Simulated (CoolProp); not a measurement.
A single-stage vapour-compression cycle with hydrogen sulfide: evaporating at 237.15 K (dew point), condensing at 279.15 K (bubble point), superheat 2 K, subcooling 5 K, compressor efficiency 0.6, no pressure losses. Each further row changes one setting.

Model: reference Helmholtz-energy equation of state, Lemmon 2006, in CoolProp. It is a short technical equation, of lower accuracy than the large ones.

| case | cooling COP | pressure ratio | discharge temperature (K) | refrigerating effect (kJ/kg) | volumetric capacity (kJ/m³) |
|---|---|---|---|---|---|
| as stated | 2.87 | 4.06 | 394.8 | 442 | 2410 |
| evaporating temperature 242.15 K | 3.40 | [?] | 377.2 | 446 | [?] |
| condensing temperature 274.15 K | [?] | [?] | [?] | 453 | 2460 |
| subcooling 10 K | 2.94 | 4.06 | 394.8 | 453 | 2460 |
| superheat 12 K | 2.80 | 4.06 | [?] | 453 | 2350 |
| compressor efficiency 0.5 | 2.39 | 4.06 | [?] | 442 | 2410 |

Task: What belongs in the gaps?

Result: 
- evaporating temperature 242.15 K, pressure ratio: 3.34
- evaporating temperature 242.15 K, volumetric capacity (kJ/m³): 2910
- condensing temperature 274.15 K, cooling COP: 3.33
- condensing temperature 274.15 K, pressure ratio: 3.52
- condensing temperature 274.15 K, discharge temperature (K): 376.7
- superheat 12 K, discharge temperature (K): 411.4
- compressor efficiency 0.5, discharge temperature (K): 422.7
